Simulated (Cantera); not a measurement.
Halide evaporation, hydrolysis and transport: BaF₂ + H₂O + H₂

Feed: 1 mol BaF₂, 7.4 mol H₂O, 7.4 mol H₂.

Method: chemical equilibrium by Gibbs-energy minimisation in Cantera with the NASA 1993 tables (ideal gas, pure condensed phases). Candidate condensed phases: Ba, BaF₂, BaO, Ba(OH)₂, H₂O; 27 gas species. Mutual solubility and eutectic melting of coexisting phases are not modelled. Rates play no part.

Stable condensed phases:

```
T in K \ P in Pa
           0.10   0.56    3.2     18    100    560   3200  18000 100000
   2148       A      A      A      A      A      A      A      A      A
   2098       A      A      A      A      A      A      A      A      A
   2048       A      A      A      A      A      A      A      A      B
   1998       A      A      A      A      A      A      A      C      B
   1948       A      A      A      A      A      A      C      C      B
   1898       A      A      A      A      A      C      C      D      B
   1848       A      A      A      A      A      C      C      D      B
   1798       A      A      A      A      C      C      C      D      B
   1748       A      A      A      C      C      C      D      D      B
   1698       A      A      A      C      C      C      D      D      B
   1648       A      A      C      C      C      C      D      D      B
   1598       A      C      C      C      C      D      D      D      B
```

A: gas only; B: BaF₂; C: BaO; D: BaF₂ + BaO.
